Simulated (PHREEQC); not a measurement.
Make-up at 40 °C: 3.9 mmol/kgw NH3, 0.018 mmol/kgw CO2 and 0.47 mmol/kgw (CH3)4NCl. Closed to the air; pH follows from the charge balance.

Model: ion-association model, phreeqc.dat, run in PHREEQC.

Each row changes one thing in this solution. This is a speciation only: nothing precipitates in the calculation.

| case | pH | ionic strength (mol/kgw) | HCO3- (mol/kgw) | CO3-2 (mol/kgw) | CO2 (mol/kgw) |
|---|---|---|---|---|---|
| as made | 9.93 | 0.000758 | 1.15e-5 | 6.47e-6 | 2.60e-9 |
| NH3 left out | 5.56 | 0.000473 | 2.83e-6 | 6.61e-11 | 1.52e-5 |
| temperature from 40 to 35 °C | 10.07 | 0.000758 | 1.04e-5 | 7.57e-6 | 1.75e-9 |
| temperature from 40 to 50 °C | 9.66 | 0.000757 | 1.34e-5 | 4.55e-6 | 5.48e-9 |
| (CH3)4NCl from 0.00047 to 0.000423 mol/kgw | 9.93 | 0.000711 | 1.15e-5 | 6.46e-6 | 2.61e-9 |
| CO2 replaced by NH4HCO3 at the same molality | 9.93 | 0.000759 | 1.15e-5 | 6.48e-6 | [?] |
| (CH3)4NCl left out | 9.93 | 0.000285 | 1.17e-5 | [?] | 2.67e-9 |

Question: Fill in the missing entries.

Answer: 
- CO2 replaced by NH4HCO3 at the same molality, CO2 (mol/kgw): 2.59e-9
- (CH3)4NCl left out, CO3-2 (mol/kgw): 6.32e-6

Complexes and solids missing from the database can't appear. (CH3)4N+ isn't in the database: it is added as a free cation with an ion size of 4 Å. At this temperature some constants are extrapolated from 25 °C, and those without enthalpy data are left unchanged.
